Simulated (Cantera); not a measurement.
Feed: 1 mol AlN, 230 mol H2, 35 mol N2, held at 1750 K and 0.000830 bar.

Cantera equilibrium calculation (NASA polynomials, part measured and part estimated; ideal gas, pure solids and liquids). Candidate condensed phases: Al, AlN; 13 gas species. Equilibrium is a limit: real reactors are often held back by kinetics, nucleation or transport.

Base state: H2 0.856, N2 0.133, H 0.00747, Al 0.00369, AlH 5.14e-5 (mole fractions); condensed: gas only.

Question: What changes in the equilibrium state with this change: temperature from 1750 K to 1248.15 K?

Answer: 
```csv
species,before,after
H2,0.856,0.868
N2,0.133,0.132
H,0.00747,1.51e-5
Al,0.00369,<1e-9
AlH,5.14e-5,<1e-9
"AlN(s), mol",0,1.00
```
